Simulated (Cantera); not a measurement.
Charge: 1 mol SiC, 0.027 mol N₂O, 140 mol N₂, 0.026 mol O₂, equilibrated at 1475 °C and 1 atm.

These are equilibrium values from Cantera (NASA tables, ideal gas, pure condensed phases), not measurements of a reactor. Candidate condensed phases: C, Si, SiC, SiO₂, Si₂N₂O, Si₃N₄; 34 gas species. Mutual solubility and eutectic melting of coexisting phases are not modelled. Kinetics and transport are ignored.

Problem. What is the equilibrium state?

Solution. 
* **x(N₂)**: 0.999
* **x(CO)**: 0.000560
* **x(SiO)**: 4.19e-6
* **n(SiC(s))**: 0.922 mol
* **n(Si₃N₄(s))**: 0.0259 mol
* **gas amount**: 140.1 mol
* **log10 activity of C(graphite) (absent)**: -0.10
* **log10 activity of Si(l) (absent)**: -1.63
